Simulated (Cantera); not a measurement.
An adiabatic, constant-volume homogeneous reactor starts with CH₄ : CO : O₂ : N₂ : H₂O = 1 : 0.24 : 1.51 : 5.69 : 0.91 (molar parts), at 1175 K and 13.0 bar. Integrator tolerance rtol = 1e-08.

Model: GRI-Mech 3.0 (53 species, 325 reactions), integrated in Cantera. The pressure lies above the range GRI-Mech 3.0 was tuned for (to about 10 atm).

```tsv
quantity	before	after
time of steepest temperature rise	8.36 ms	8.84 ms
temperature at 0.400 s	2809 K	2518 K
equilibrium temperature	2809 K	2518 K
x(CH₄) at 0.400 s	4.69e-11 (gas-phase equilibrium 5.32e-11)	2.11e-11 (gas-phase equilibrium 2.38e-11)
x(CO) at 0.400 s	0.0750 (gas-phase equilibrium 0.0750)	0.0722 (gas-phase equilibrium 0.0722)
x(O₂) at 0.400 s	0.000345 (gas-phase equilibrium 0.000345)	7.06e-5 (gas-phase equilibrium 7.06e-5)
x(CH₂) at 0.400 s	6.16e-12 (gas-phase equilibrium 6.70e-12)	<1e-12 (gas-phase equilibrium <1e-12)
x(H) at 0.400 s	0.00336 (gas-phase equilibrium 0.00336)	0.00174 (gas-phase equilibrium 0.00174)
```

Question: What was changed between the two runs?
A) constant pressure in place of constant volume
B) N2 5.69 to 9.6 parts
C) initial temperature 1175 to 1650 K
D) CH4 1 to 0.31 parts

Answer: A, constant pressure in place of constant volume
